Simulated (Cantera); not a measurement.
Feed: 1 mol Si, a varied amount of NF3, equilibrated at 1200 K and 1.00 bar.

Equilibrium computed with Cantera from the NASA thermochemical tables; the gas is ideal and each condensed phase is pure. Candidate condensed phases: Si, Si3N4; 16 gas species. Mutual solubility and eutectic melting of coexisting phases are not modelled. The numbers say what is thermodynamically allowed, not how fast it happens.

Question: Which condensed phases are stable at each of these points (n(NF3) (mol)): 0.66, 1.1, 1.5, 2, 2.4, 2.9, 3.3, 3.7, 4.2, 4.6, 5.1, 5.5?

Answer: 
| n(NF3) (mol) | condensed phases | Si condensed (%) |
|---|---|---|
| 0.66 | Si(s) + Si3N4(s) | 50.4 |
| 1.1 | Si3N4(s) | 17.5 |
| 1.5 | gas only | 0.0 |
| 2 | gas only | 0.0 |
| 2.4 | gas only | 0.0 |
| 2.9 | gas only | 0.0 |
| 3.3 | gas only | 0.0 |
| 3.7 | gas only | 0.0 |
| 4.2 | gas only | 0.0 |
| 4.6 | gas only | 0.0 |
| 5.1 | gas only | 0.0 |
| 5.5 | gas only | 0.0 |

At 0.66 mol NF3 the condensed part is Si(s) + Si3N4(s). At 1.1 mol NF3 the condensed part is Si3N4(s). From 1.5 mol NF3 to 5.5 mol NF3 nothing is condensed.
